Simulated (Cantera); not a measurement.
Predominance diagram of Sr at 1225 K against the partial pressures of O2 and Cl2 (log10, bar). Source: NASA polynomial tables (part measured, part estimated), evaluated in Cantera. Candidates: Sr(l), SrCl2(l), SrO(s). Only these pure phases compete in this equilibrium. Not in the tables: the peroxide, oxide halides.

```
log p(Cl2) \ log p(O2)
        columns: -10, -9.5, -9, -8.4, -7.9, -7.4, -6.9, -6.3, -5.8, -5.3, -4.8, -4.2, -3.7, -3.2, -2.7, -2.1, -1.6, -1.1, -0.6, 0, 0.5, 1
      1  A A A A A A A A A A A A A A A A A A A A A A
   -2.4  A A A A A A A A A A A A A A A A A A A A A A
   -5.9  A A A A A A A A A A A A A A A A A A A A A A
   -9.3  A A A A A A A A A A A A B B B B B B B B B B
  -12.8  B B B B B B B B B B B B B B B B B B B B B B
  -16.2  B B B B B B B B B B B B B B B B B B B B B B
  -19.7  B B B B B B B B B B B B B B B B B B B B B B
  -23.1  B B B B B B B B B B B B B B B B B B B B B B
  -26.6  B B B B B B B B B B B B B B B B B B B B B B
    -30  B B B B B B B B B B B B B B B B B B B B B B
```

A: SrCl2(l); B: SrO(s).
